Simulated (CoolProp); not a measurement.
Computed with CoolProp (reference Helmholtz-energy equation of state, Schmidt 1985).

Task: Give the vapour pressure (kPa), liquid cp (kJ/(kg K)), liquid conductivity (mW/(m K)) of saturated oxygen at 123.4 K.

Result: 
```tsv
T (K)	p (kPa)	liquid cp (kJ/(kg K))	liquid conductivity (mW/(m K))
123.4	1240	1.99	102
```

Thermal conductivity comes from a separate model (Lemmon 2004).
